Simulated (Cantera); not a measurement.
A closed system holds: 1 mol CsCl, 0.037 mol HCl, 48 mol H₂, equilibrated at 0.133 bar.

Equilibrium computed with Cantera from the NASA thermochemical tables; the gas is ideal and each condensed phase is pure. Candidate condensed phases: Cs, CsCl; 9 gas species. Equilibrium is a limit: real reactors are often held back by kinetics, nucleation or transport.

log p: log10 of the partial pressure in bar; n: condensed amount in mol.

| T (K) | log p H₂ | log p CsCl | log p Cs₂Cl₂ | log p HCl | log p Cs | n CsCl(s) | n CsCl(l) |
|---|---|---|---|---|---|---|---|
| 775 | -0.88 | -5.90 | -6.29 | -3.99 | <-12 | 0.999 | 0 |
| 800 | -0.88 | -5.50 | -5.87 | -3.99 | <-12 | 0.998 | 0 |
| 825 | -0.88 | -5.13 | -5.47 | -3.99 | <-12 | 0.995 | 0 |
| 850 | -0.88 | -4.78 | -5.10 | -3.99 | <-12 | 0.988 | 0 |
| 875 | -0.88 | -4.45 | -4.75 | -3.99 | -12.19 | 0.974 | 0 |
| 900 | -0.88 | -4.14 | -4.42 | -3.99 | -11.51 | 0.947 | 0 |
| 925 | -0.88 | -3.86 | -4.13 | -3.99 | -10.88 | 0 | 0.896 |
| 950 | -0.88 | -3.61 | -3.88 | -3.99 | -10.29 | 0 | 0.817 |
| 975 | -0.88 | ? | ? | -3.99 | ? | 0 | ? |
| 1000 | -0.88 | -3.15 | -3.44 | -3.99 | -9.22 | 0 | 0.480 |
| 1025 | -0.88 | -2.94 | -3.24 | -3.99 | -8.72 | 0 | 0.160 |
| 1050 | -0.88 | -2.82 | -3.22 | -4.00 | -8.33 | 0 | 0 |
| 1075 | -0.88 | -2.76 | ? | -4.00 | ? | 0 | 0 |
| 1100 | -0.88 | -2.71 | -3.40 | -4.00 | -7.72 | 0 | 0 |

Some entries are withheld; supply them.


- 975, log p CsCl: -3.37
- 975, log p Cs₂Cl₂: -3.66
- 975, log p Cs: -9.74
- 975, n CsCl(l): 0.686
- 1075, log p Cs₂Cl₂: -3.30
- 1075, log p Cs: -8.02
